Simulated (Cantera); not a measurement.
An adiabatic, constant-pressure homogeneous reactor starts with CH₃OH : O₂ : N₂ = 1 : 0.938 : 6.19 (molar parts), equivalence ratio 1.6, at 1200 K and 10.0 bar.

Detailed kinetics in Cantera: GRI-Mech 3.0 (53 species, 325 reactions). GRI-Mech 3.0 was tuned for natural gas; its chemistry of methanol as a main component is partial and can be far from experiment.

Q: Predict: time of steepest temperature rise; temperature at 2.00 s; equilibrium temperature; x(O₂) at 2.00 s; x(H₂O) at 2.00 s.

A: 
```
Quantity                                                            Result
---------------------------------  ---------------------------------------
time of steepest temperature rise                                  1.53 ms
temperature at 2.00 s                                               2252 K
equilibrium temperature                                             2252 K
x(O₂) at 2.00 s                    2.41e-6 (gas-phase equilibrium 2.41e-6)
x(H₂O) at 2.00 s                       0.164 (gas-phase equilibrium 0.164)
```
